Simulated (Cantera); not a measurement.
What does this Cantera script print?

```python
import numpy as np
import cantera as ct

gas_names = """
    Fe FeO N NO NO2 NO3 N2 N2O O O2 O3 S SN SO SO2 SO3 S2 S2O S8
""".split()
cond_names = """
    Fe(a) Fe(c) Fe(d) Fe(L) FeO(s) FeO(L) FeS(a) FeS(b) FeS(c) FeS(L) FeSO4(s) FeS2(s) Fe2O3(s)
    Fe2S3O12(s) Fe3O4(s) S(cr1) S(cr2) S(L)
""".split()


def load(file, names, dense=False):
    # The tables refer to 1 bar. Condensed volumes are neglected.
    table = {s.name: s for s in ct.Species.list_from_file(file)}
    out = []
    for n in names:
        d = dict(table[n].input_data)
        d["thermo"] = dict(d["thermo"], **{"reference-pressure": 1e5})
        if dense:
            d["equation-of-state"] = {"model": "constant-volume", "density": "1e6 g/cm^3"}
        out.append(ct.Species.from_dict(d))
    return out


gas = ct.Solution(thermo="ideal-gas", species=load("nasa_gas.yaml", gas_names))
cond = {s.name: ct.Solution(thermo="fixed-stoichiometry", species=[s], name=s.name)
        for s in load("nasa_condensed.yaml", cond_names, dense=True)}
atoms = {
    'FeS2': {'Fe': 1, 'S': 2},
    'SO2': {'S': 1, 'O': 2},
    'N2': {'N': 2},
}
top_T = {'FeSO4(s)': 950, 'FeS2(s)': 1010, 'Fe2O3(s)': 1830, 'Fe2S3O12(s)': 1100, 'Fe3O4(s)': 1870}  # K; cautious upper limits of use, not melting points


def equilibrate(T, P, feed):
    n = {}
    for name, mol in feed.items():
        for a, k in atoms[name].items():
            n[a] = n.get(a, 0.0) + k * mol
    gas.TPX = T, P, n
    mass = sum(n.values()) * gas.mean_molecular_weight
    gas.equilibrate("TP")
    valid = [c for c in cond.values() if c.min_temp <= T <= top_T.get(c.name, c.max_temp)]
    mix = ct.Mixture([(gas, mass / gas.mean_molecular_weight)] + [(c, 0.0) for c in valid])
    mix.T, mix.P = T, P
    mix.equilibrate("TP", solver="vcs", rtol=1e-11, max_steps=5000)
    return mix


results = []
feed = {'FeS2': 1, 'SO2': 3, 'N2': 2.1}  # mol
T = 923.15  # K
P = 101325  # Pa
mix = equilibrate(T, P, feed)
results.append((T, P, feed, dict(zip(mix.species_names, mix.species_moles))))
x = sorted(zip(gas.X, gas.species_names), reverse=True)
print(f"T = {T:g} K  P = {P:g} Pa  gas = {mix.phase_moles(0):.4g} mol")
print("   x: " + "  ".join(f"{s} {v:.3e}" for v, s in x if v > 0.0001))
print("   condensed (mol): " + ("  ".join(f"{mix.phase(i).name} {mix.phase_moles(i):.4g}"
      for i in range(1, mix.n_phases) if mix.phase_moles(i) > 1e-12) or "none"))
```

Output:

```
T = 923.15 K  P = 101325 Pa  gas = 5.259 mol
   x: SO2 5.688e-01  N2 3.993e-01  S2 2.869e-02  S2O 3.195e-03
   condensed (mol): FeS(c) 0.3271  FeS2(s) 0.6729
```

These are equilibrium values from Cantera (NASA tables, ideal gas, pure condensed phases), not measurements of a reactor. FeS: taken at fixed stoichiometry. Gases not in the tables: S3 to S7.
